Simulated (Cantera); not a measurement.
Feed: 1 mol BN, 1.3 mol HF, 8.2 mol H₂, held at 133 Pa.

Equilibrium computed with Cantera from the NASA thermochemical tables; the gas is ideal and each condensed phase is pure. Candidate condensed phases: B, BN; 31 gas species. Kinetics and transport are ignored.

**Question.** What share of the B ends up in condensed phases as a function of T (K), at 1250, 1300, 1350, 1400, 1450, 1500, 1550, 1600, 1650, 1700, 1750?

**Answer.** 
```tsv
T (K)	B condensed (%)	as
1250	60.5	BN(s)
1300	60.8	BN(s)
1350	60.9	BN(s)
1400	61.0	BN(s)
1450	60.8	BN(s)
1500	60.2	BN(s)
1550	58.8	BN(s)
1600	55.7	BN(s)
1650	49.9	BN(s)
1700	39.9	BN(s)
1750	25.2	BN(s)
```
